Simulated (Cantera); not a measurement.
An isothermal, constant-pressure homogeneous reactor starts with CH4 : CO2 = 1 : 1.1 (molar parts), at 1200 K and 300 Torr. Integrator tolerance rtol = 1e-08.

Computed with Cantera and GRI-Mech 3.0 (53 species, 325 reactions).

Q: What does this change do: temperature 1200 to 1400 K?

A: 
| quantity | before | after |
|---|---|---|
| x(CH4) at 30.0 s | 0.472 (gas-phase equilibrium 0.000245) | 0.0698 (gas-phase equilibrium 8.12e-6) |
| x(CO2) at 30.0 s | 0.523 (gas-phase equilibrium 0.0107) | 0.134 (gas-phase equilibrium 0.00805) |
| x(CH3) at 30.0 s | 3.41e-6 (gas-phase equilibrium 2.13e-9) | 2.03e-5 (gas-phase equilibrium 1.83e-9) |
| x(H) at 30.0 s | 1.50e-9 (gas-phase equilibrium 2.16e-7) | 2.97e-6 (gas-phase equilibrium 5.32e-6) |
| x(H2) at 30.0 s | 0.00370 (gas-phase equilibrium 0.474) | 0.204 (gas-phase equilibrium 0.471) |
| x(CO) at 30.0 s | 0.000146 (gas-phase equilibrium 0.501) | 0.268 (gas-phase equilibrium 0.504) |

Q: What does this change do: temperature 1200 to 1825 K?

A: 
```tsv
quantity	before	after
x(CH4) at 30.0 s	0.472 (gas-phase equilibrium 0.000245)	8.16e-8 (gas-phase equilibrium 7.65e-8)
x(CO2) at 30.0 s	0.523 (gas-phase equilibrium 0.0107)	0.00528 (gas-phase equilibrium 0.00528)
x(CH3) at 30.0 s	3.41e-6 (gas-phase equilibrium 2.13e-9)	1.68e-9 (gas-phase equilibrium 1.58e-9)
x(H) at 30.0 s	1.50e-9 (gas-phase equilibrium 2.16e-7)	0.000480 (gas-phase equilibrium 0.000480)
x(H2) at 30.0 s	0.00370 (gas-phase equilibrium 0.474)	0.468 (gas-phase equilibrium 0.468)
x(CO) at 30.0 s	0.000146 (gas-phase equilibrium 0.501)	0.507 (gas-phase equilibrium 0.507)
```
